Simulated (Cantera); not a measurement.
What does this Cantera script print?

```python
import numpy as np
import cantera as ct

gas_names = """
    Mg MgN MgO MgS Mg2 N NO NO2 NO3 N2 N2O O O2 O3 S SN SO SO2 SO3 S2 S2O S8
""".split()
cond_names = """
    Mg(cr) Mg(L) MgO(s) MgO(L) MgS(s) MgSO4(s) MgSO4(L) S(cr1) S(cr2) S(L)
""".split()


# ... load() reads the species with a 1 bar reference pressure and builds the phases ...
atoms = {
    'MgO': {'Mg': 1, 'O': 1},
    'SO3': {'S': 1, 'O': 3},
    'N2': {'N': 2},
}
top_T = {'MgS(s)': 2250}  # K; cautious upper limits of use, not melting points


# ... equilibrate(T, P, feed) seeds the gas with the atoms and calls Mixture.equilibrate('TP', solver="vcs", rtol=1e-11, max_steps=5000) ...
results = []
feed = {'MgO': 1, 'SO3': 0.41, 'N2': 3.3}  # mol
P = 7000  # Pa
for T in [1225, 1275, 1325, 1375, 1425, 1475, 1525, 1575, 1625, 1675]:
    mix = equilibrate(T, P, feed)
    results.append((T, P, feed, dict(zip(mix.species_names, mix.species_moles))))

top = {s: max(r[3][s] / sum(r[3][g] for g in gas_names) for r in results) for s in gas_names}
cols = sorted((s for s in top if top[s] > 1e-06), key=lambda s: -top[s])[:5]
seen = [c for c in cond_names if any(r[3].get(c, 0) > 1e-12 for r in results)]
print("log10 of partial pressures in bar; condensed amounts in mol")
print(f"{'T/K':>10s}" + "".join(f"{s[:9]:>10s}" for s in cols + seen))
for T, P, feed, n in results:
    ng = sum(n[g] for g in gas_names)
    print(f"{T:10.4g}" + "".join(f"{np.log10(max(n[s] / ng * P / 1e5, 1e-99)):10.3f}" for s in cols)
          + "".join(f"{n.get(c, 0):10.4g}" for c in seen))
```

It prints:

```
log10 of partial pressures in bar; condensed amounts in mol
       T/K        N2       SO2        O2        NO       SO3    MgO(s)
      1225    -1.229    -2.140    -2.442    -5.072    -4.037         1
      1275    -1.229    -2.138    -2.440    -4.918    -4.196         1
      1325    -1.229    -2.137    -2.439    -4.777    -4.343         1
      1375    -1.229    -2.137    -2.439    -4.645    -4.480         1
      1425    -1.229    -2.136    -2.439    -4.524    -4.608         1
      1475    -1.229    -2.136    -2.439    -4.410    -4.727         1
      1525    -1.229    -2.136    -2.440    -4.304    -4.837         1
      1575    -1.229    -2.136    -2.440    -4.205    -4.941         1
      1625    -1.229    -2.135    -2.441    -4.112    -5.038         1
      1675    -1.229    -2.135    -2.442    -4.025    -5.130         1
```

Equilibrium computed with Cantera from the NASA thermochemical tables; the gas is ideal and each condensed phase is pure.
